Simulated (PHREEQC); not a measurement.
Dissolve 0.086 mol/kgw H2SO4 and 0.00072 mol/kgw H3BO3 at 45 °C. Closed to the air; pH follows from the charge balance.

All values are PHREEQC results (ion-association model, wateq4f.dat), not measurements.

Each row changes one thing in this solution. Precipitation was switched off in this run.

```csv
case,pH,ionic strength (mol/kgw),HSO4- (mol/kgw),SO4-2 (mol/kgw)
as made,1.09,0.112,0.0732,0.0128
H3BO3 replaced by NH4BF4 at the same molality,1.10,0.112,0.0731,0.0129
diluted 100-fold with water,2.82,0.00230,0.000142,0.000718
H2SO4 from 0.086 to 0.043 mol/kgw,1.36,0.0617,(withheld),0.00936
temperature from 45 to 70 °C,1.12,0.101,0.0784,0.00762
0.0016 mol/kgw CsOH added,1.10,0.112,0.0730,0.0130
H3BO3 from 0.00072 to 0.0036 mol/kgw,1.09,0.112,0.0732,0.0128
H3BO3 left out,1.09,0.112,0.0732,0.0128
diluted 10-fold with water,1.95,(withheld),0.00466,0.00394
```

Some entries are withheld; supply them.


- H2SO4 from 0.086 to 0.043 mol/kgw, HSO4- (mol/kgw): 0.0336
- diluted 10-fold with water, ionic strength (mol/kgw): 0.0165

Away from 25 °C the constants follow the database's enthalpies or fits; those with neither stay at their 25 °C values. Real BF4- forms and hydrolyses slowly; the run takes it at equilibrium.
